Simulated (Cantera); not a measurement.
Cantera run:

```python
import numpy as np
import cantera as ct

gas_names = """
    NO2 CL NO
""".split()
cond_names = """
    LiCL(s) LiCL(L) Li2O(s) Li2O(L)
""".split()


# ... load() reads the species with a 1 bar reference pressure and builds the phases ...
species = {s.name: s for s in load("nasa_gas.yaml", gas_names) + load("nasa_condensed.yaml", cond_names)}
# Each term lists the table entries of one substance; the one whose range holds T is used.
reactions = {
    'NO2(g) + 2 LiCl = 2 Cl(g) + NO(g) + Li2O':
        [(-1, ['NO2']), (-2, ['LiCL(s)', 'LiCL(L)']), (2, ['CL']), (1, ['NO']), (1, ['Li2O(s)', 'Li2O(L)'])],
}


def pick(names, T):
    return next(species[n] for n in names if species[n].thermo.min_temp <= T <= species[n].thermo.max_temp)


results = []
for label, terms in reactions.items():
    print(label)
    print("     T/K   dH/kJ  dS/(J/K)   dG/kJ   log10 K")
    for T in [600, 800, 1000, 1200, 1400, 1600]:
        used = [(nu, pick(names, T)) for nu, names in terms]
        dH = sum(nu * s.thermo.h(T) for nu, s in used) / 1e6
        dS = sum(nu * s.thermo.s(T) for nu, s in used) / 1e3
        dG = dH - T * dS / 1e3
        logK = -dG * 1e6 / (ct.gas_constant * T * np.log(10))
        results.append((label, T, dH, dS, dG, logK, [s.name for _, s in used]))
        print(f"{T:8g} {dH:8.1f} {dS:8.1f} {dG:8.1f} {logK:8.2f}")
```

Result:

```
NO2(g) + 2 LiCl = 2 Cl(g) + NO(g) + Li2O
     T/K   dH/kJ  dS/(J/K)   dG/kJ   log10 K
     600    516.0    217.0    385.8   -33.59
     800    514.2    214.4    342.7   -22.38
    1000    471.3    165.9    305.4   -15.95
    1200    469.2    163.5    272.9   -11.88
    1400    468.2    162.7    240.3    -8.97
    1600    468.3    162.8    207.8    -6.78
```

Source: NASA polynomial tables (part measured, part estimated), evaluated in Cantera. Condensed species are held in their standard states even where they would react or evaporate.
